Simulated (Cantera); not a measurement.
What does this Cantera script print?

```python
import numpy as np
import cantera as ct

gas_names = """
    Br Br2 H HBr H2 N NH NH2 NH3 N2 N2H2 N2H4 Si SiBr SiBr2 SiBr3 SiBr4 SiH SiHBr3 SiH2 SiH2Br2 SiH3
    SiH3Br SiH4 SiN Si2 Si2N Si3
""".split()
cond_names = """
    Br2(cr) Br2(L) Si(cr) Si(L) Si3N4(a)
""".split()


def load(file, names, dense=False):
    # The tables refer to 1 bar. Condensed volumes are neglected.
    table = {s.name: s for s in ct.Species.list_from_file(file)}
    out = []
    for n in names:
        d = dict(table[n].input_data)
        d["thermo"] = dict(d["thermo"], **{"reference-pressure": 1e5})
        if dense:
            d["equation-of-state"] = {"model": "constant-volume", "density": "1e6 g/cm^3"}
        out.append(ct.Species.from_dict(d))
    return out


gas = ct.Solution(thermo="ideal-gas", species=load("nasa_gas.yaml", gas_names))
cond = {s.name: ct.Solution(thermo="fixed-stoichiometry", species=[s], name=s.name)
        for s in load("nasa_condensed.yaml", cond_names, dense=True)}
atoms = {
    'Si': {'Si': 1},
    'HBr': {'H': 1, 'Br': 1},
    'N2': {'N': 2},
}
top_T = {'Si3N4(a)': 2400}  # K; cautious upper limits of use, not melting points


def equilibrate(T, P, feed):
    n = {}
    for name, mol in feed.items():
        for a, k in atoms[name].items():
            n[a] = n.get(a, 0.0) + k * mol
    gas.TPX = T, P, n
    mass = sum(n.values()) * gas.mean_molecular_weight
    gas.equilibrate("TP")
    valid = [c for c in cond.values() if c.min_temp <= T <= top_T.get(c.name, c.max_temp)]
    mix = ct.Mixture([(gas, mass / gas.mean_molecular_weight)] + [(c, 0.0) for c in valid])
    mix.T, mix.P = T, P
    mix.equilibrate("TP", solver="vcs", rtol=1e-11, max_steps=5000)
    return mix


results = []
feed = {'Si': 1, 'HBr': 4.5, 'N2': 3.7}  # mol
T = 1075  # K
P = 100000  # Pa
mix = equilibrate(T, P, feed)
results.append((T, P, feed, dict(zip(mix.species_names, mix.species_moles))))
x = sorted(zip(gas.X, gas.species_names), reverse=True)
print(f"T = {T:g} K  P = {P:g} Pa  gas = {mix.phase_moles(0):.4g} mol")
print("   x: " + "  ".join(f"{s} {v:.3e}" for v, s in x if v > 1e-05))
print("   condensed (mol): " + ("  ".join(f"{mix.phase(i).name} {mix.phase_moles(i):.4g}"
      for i in range(1, mix.n_phases) if mix.phase_moles(i) > 1e-12) or "none"))
```

Result:

```
T = 1075 K  P = 100000 Pa  gas = 7.391 mol
   x: N2 4.491e-01  HBr 3.770e-01  H2 1.159e-01  SiBr4 5.785e-02  SiHBr3 1.299e-04  SiBr3 2.373e-05  Br 1.529e-05
   condensed (mol): Si3N4(a) 0.1904
```

Equilibrium computed with Cantera from the NASA thermochemical tables; the gas is ideal and each condensed phase is pure. N2 is the only nitrogen source here; it is nearly inert below about 1500 K, so the nitride shown seldom forms there in practice. The tables' values for SiBr3 are old estimates; treat these amounts as uncertain.
